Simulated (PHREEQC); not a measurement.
Make-up at 84 °C: 6.4 mmol/kgw HNO3 and 13 mmol/kgw K2SO4. Closed to the air; pH follows from the charge balance.

Computed with PHREEQC (ion-association model, phreeqc.dat).

Q: The ionic strength comes out as 0.0346 mol/kgw. What activity coefficients do SO4-2, H+, NO3-, K+, HSO4- get?

A: SO4-2 0.47, H+ 0.86, NO3- 0.81, K+ 0.82, HSO4- 0.82.

Precipitation was switched off in this run. Constants without temperature data keep their 25 °C values here.
